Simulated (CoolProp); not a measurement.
The fluid at 298.15 K and 0.184 MPa flows at 0.58 m/s in a round tube of 25 mm bore and 0.25 µm roughness, fully developed (64/Re and Nu = 3.66 if laminar; Colebrook and Gnielinski if turbulent). The same conditions are run with several fluids, on thermodynamics alone (safety and materials aside).

Values from CoolProp's reference Helmholtz-energy equation of state of each fluid (R236FA: Pan 2012; sulfur hexafluoride: Guder 2009; isobutane: Bücker 2006; CH2F2 (R32): Tillner-Roth 1997; c-C4F8 (RC318): Platzer 1990). The equations of Platzer and Polt are older, rougher fits.

Problem. Rank R236FA, sulfur hexafluoride, isobutane, CH2F2 (R32), c-C4F8 (RC318) by Reynolds number, highest first.

Solution. c-C4F8 (RC318) (20700), R236FA (16000), sulfur hexafluoride (10500), isobutane (8790), CH2F2 (R32) (4290)

| fluid | Darcy friction factor | pressure drop (Pa/m) | heat-transfer coefficient (W/(m² K)) | mass flow (kg/h) |
|---|---|---|---|---|
| R236FA | 0.0274 | 2.21 | 22.2 | 12.3 |
| sulfur hexafluoride | 0.0305 | 2.27 | 16.8 | 11.3 |
| isobutane | 0.0320 | 0.976 | 18.5 | 4.65 |
| CH2F2 (R32) | 0.0391 | 1.04 | 8.22 | 4.05 |
| c-C4F8 (RC318) | 0.0257 | 2.72 | 25.8 | 16.1 |

Transport values come from each fluid's own correlations; those of R236FA, CH2F2 (R32), c-C4F8 (RC318) are estimates that may be off by 10 % or more.
